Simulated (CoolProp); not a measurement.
Vapour-liquid equilibrium of R13 (1) + n-butane (2) at 272.5 K; x and y are mole fractions of (1).

The numbers come from the multi-fluid Helmholtz-energy mixture model, Platzer 1990 and Bücker 2006; pair parameters Bell 2016 in CoolProp. This equation is an older, rougher fit; its heat capacities, sound speeds and derivatives of the liquid may be far off and weren't checked against measurements.

| x | bubble pressure, mixture model (MPa) | bubble pressure, Raoult's law (MPa) | y, mixture model | y, Raoult's law |
|---|---|---|---|---|
| 0.05 | 0.2494 | 0.1926 | 0.595 | 0.503 |
| 0.125 | 0.4452 | 0.3305 | 0.775 | 0.733 |
| 0.2 | 0.6131 | 0.4683 | 0.839 | 0.828 |
| 0.275 | 0.7582 | 0.6062 | 0.872 | 0.880 |
| 0.35 | 0.8859 | 0.7440 | 0.893 | 0.912 |
| 0.425 | 1.001 | 0.8818 | 0.909 | 0.934 |
| 0.5 | 1.108 | 1.020 | 0.921 | 0.951 |
| 0.575 | 1.212 | 1.158 | 0.932 | 0.963 |
| 0.65 | 1.315 | 1.295 | 0.942 | 0.973 |
| 0.725 | 1.424 | 1.433 | 0.952 | 0.981 |
| 0.8 | 1.541 | 1.571 | 0.963 | 0.987 |
| 0.875 | 1.672 | 1.709 | 0.975 | 0.993 |
| 0.95 | 1.823 | 1.847 | 0.989 | 0.997 |

The largest gap from Raoult's law is +34.7 % in bubble pressure, at x = 0.125. No azeotrope shows between x = 0.05 and 0.95.

The pair parameters rest on a limited set of measurements; away from them the model extrapolates. The gap from Raoult's law changes sign with composition, which may be real or a fault of the pair parameters; it wasn't checked against measurements.
